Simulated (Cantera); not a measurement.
## Sublimation and decomposition of ceramics: AlN + N2

Charge: 1 mol AlN, 5.1 mol N2, at 1850 K and 0.00190 bar.

Method: chemical equilibrium by Gibbs-energy minimisation in Cantera with the NASA 1993 tables (ideal gas, pure condensed phases). Candidate condensed phases: Al, AlN; 5 gas species. Rates play no part.

- x(N2): 0.989
- x(Al): 0.0114
- n(AlN(s)): 0.941 mol
- gas amount: 5.189 mol
- log10 activity of Al(l) (absent): -1.80
